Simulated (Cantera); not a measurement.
A closed system holds: 1 mol FeS₂, 0.93 mol H₂, 68 mol N₂, held at 0.00120 bar.

Cantera equilibrium calculation (NASA polynomials, part measured and part estimated; ideal gas, pure solids and liquids). Candidate condensed phases: Fe, FeS, FeS₂, S; 16 gas species. FeS: taken at fixed stoichiometry. Gases not in the tables: S₃ to S₇. Kinetics and transport are ignored.

log p: log10 of the partial pressure in bar; n: condensed amount in mol.

```json
[
 {"T (K)": "800", "log p N₂": "-2.93", "log p Fe": "<-14", "log p S₂": "-5.60", "log p H₂": "-5.41", "log p H₂S": "-4.91", "log p S": "-13.77", "n FeS(s)": "1.00", "n Fe(γ)": "0", "n Fe(δ)": "0"},
 {"T (K)": "950", "log p N₂": "-2.93", "log p Fe": "<-14", "log p S₂": "…", "log p H₂": "…", "log p H₂S": "…", "log p S": "…", "n FeS(s)": "1.00", "n Fe(γ)": "0", "n Fe(δ)": "0"},
 {"T (K)": "1100", "log p N₂": "-2.93", "log p Fe": "-13.69", "log p S₂": "-5.12", "log p H₂": "-4.85", "log p H₂S": "-5.70", "log p S": "-9.69", "n FeS(s)": "1.00", "n Fe(γ)": "0", "n Fe(δ)": "0"},
 {"T (K)": "1250", "log p N₂": "-2.93", "log p Fe": "…", "log p S₂": "-5.08", "log p H₂": "-4.81", "log p H₂S": "…", "log p S": "…", "n FeS(s)": "1.000", "n Fe(γ)": "0", "n Fe(δ)": "0"},
 {"T (K)": "1400", "log p N₂": "-2.93", "log p Fe": "-8.02", "log p S₂": "-5.07", "log p H₂": "-4.80", "log p H₂S": "-6.55", "log p S": "-7.47", "n FeS(s)": "0.999", "n Fe(γ)": "0", "n Fe(δ)": "0"},
 {"T (K)": "1550", "log p N₂": "-2.93", "log p Fe": "-6.38", "log p S₂": "-4.78", "log p H₂": "-4.81", "log p H₂S": "-6.74", "log p S": "-6.53", "n FeS(s)": "0", "n Fe(γ)": "0.976", "n Fe(δ)": "0"},
 {"T (K)": "1700", "log p N₂": "-2.94", "log p Fe": "-5.20", "log p S₂": "-4.79", "log p H₂": "-4.82", "log p H₂S": "-7.02", "log p S": "-5.90", "n FeS(s)": "0", "n Fe(γ)": "0", "n Fe(δ)": "0.631"},
 {"T (K)": "1850", "log p N₂": "-2.94", "log p Fe": "-4.77", "log p S₂": "-4.84", "log p H₂": "-4.85", "log p H₂S": "-7.30", "log p S": "-5.38", "n FeS(s)": "0", "n Fe(γ)": "0", "n Fe(δ)": "0"}
]
```

Q: Fill in the missing entries.

A: 
- 1250, log p Fe: -10.51
- 1250, log p H₂S: -6.16
- 1250, log p S: -8.44
- 950, log p S₂: -5.24
- 950, log p H₂: -4.99
- 950, log p H₂S: -5.23
- 950, log p S: -11.37
